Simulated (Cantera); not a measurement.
A closed system holds: 1 mol c-C4F8, 0.16 mol H2, held at 100 Torr.

Method: chemical equilibrium by Gibbs-energy minimisation in Cantera with the NASA 1993 tables (ideal gas, pure condensed phases). Candidate condensed phases: C, C6H6, C7H8, C8H18; 95 gas species. The feed counts by its element totals alone. Gases not in the tables: C2F6 and larger saturated fluorocarbons. Equilibrium is a limit: real reactors are often held back by kinetics, nucleation or transport. All values below are at 1773 K.

Base state: CF4 0.853, HF 0.143, CF2 0.00336, CF3 0.000753, F 0.000429 (mole fractions); condensed: C(graphite).

Task: What changes in the equilibrium state with this change: H2 from 0.16 to 5.1 mol?

Result: 
```tsv
species	before	after
HF	0.143	0.879
H2	1.42e-9	0.121
H	2.93e-8	0.000271
CF4	0.853	<1e-9
CF2	0.00336	1.50e-9
CF3	0.000753	<1e-9
C2H2 (acetylene)	<1e-9	1.69e-5
F	0.000429	2.87e-7
C(graphite), mol	2.08	4.00
```

Task: What changes in the equilibrium state with this change: H2 from 0.16 to 0.93 mol?

Result: 
```csv
species,before,after
HF,0.143,0.547
CF4,0.853,0.450
CF2,0.00336,0.00244
CHF3,3.63e-6,1.01e-5
CF3,0.000753,0.000466
F,0.000429,0.000365
"C(graphite), mol",2.08,2.46
```
